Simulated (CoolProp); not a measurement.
Vapour-liquid equilibrium of R143a (1) + n-butane (2) at 6.55 °C; x and y are mole fractions of (1).

Computed with CoolProp (multi-fluid Helmholtz-energy mixture model, Lemmon and Jacobsen 2000 and Bücker 2006; pair parameters Bell 2016).

```csv
x,bubble pressure (bar),y at the bubble point,dew pressure at overall composition x (bar),liquid density (mol/L)
0.05,2.416,0.460,1.383,10.26
0.2,4.426,0.720,1.642,10.42
0.35,5.388,0.784,2.016,10.59
0.5,5.961,0.819,2.602,10.78
0.65,6.438,0.853,3.639,11.03
0.8,6.924,0.898,5.658,11.34
0.95,7.413,0.968,7.315,11.75
```

No azeotrope shows between x = 0.05 and 0.95.

The pair parameters rest on a limited set of measurements; away from them the model extrapolates. With so large a gap from Raoult's law the liquid may split in two, which this calculation doesn't test in full.
